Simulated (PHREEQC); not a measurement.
Acid rinse or clean with alkaline etch or developer: an equilibrium model

Solution A (1 mmol/kgw HF) is mixed with solution B (0.012 mol NH3 and 0.0013 mol H3BO3 per kg of water) at 25 °C; shares are by mass of water, 1 kg in all. O2 is buffered at 0.21 atm. No CO2 enters from the air. Precipitation was switched off in this run.

All values are PHREEQC results (ion-association model, phreeqc.dat), not measurements.

| share of solution B | pH | F- (mol/kgw) | H2BO3- (mol/kgw) |
|---|---|---|---|
| 0 | 3.26 | 0.000557 | 0 |
| 0.05 | 3.79 | 0.000767 | 2.36e-10 |
| 0.1 | 8.71 | 0.000900 | 3.04e-5 |
| 0.15 | 9.20 | 0.000850 | 9.48e-5 |
| 0.2 | 9.42 | 0.000800 | 0.000158 |
| 0.3 | 9.66 | 0.000700 | 0.000285 |
| 0.35 | 9.73 | 0.000650 | 0.000348 |
| 0.4 | 9.80 | 0.000600 | 0.000411 |
| 0.45 | 9.85 | 0.000550 | 0.000474 |
| 0.5 | 9.90 | 0.000500 | 0.000537 |
| 0.55 | 9.94 | 0.000450 | 0.000600 |
| 0.6 | 9.98 | 0.000400 | 0.000663 |
| 0.65 | 10.01 | 0.000350 | 0.000726 |
| 0.7 | 10.04 | 0.000300 | 0.000789 |
| 0.8 | 10.09 | 0.000200 | 0.000915 |
| 0.85 | 10.11 | 0.000150 | 0.000979 |
| 0.9 | 10.13 | 1.00e-4 | 0.00104 |
| 0.95 | 10.15 | 5.00e-5 | 0.00110 |
| 1 | 10.17 | 0 | 0.00117 |

Complexes and solids missing from the database can't appear. Real BF4- forms and hydrolyses slowly; the run takes it at equilibrium.
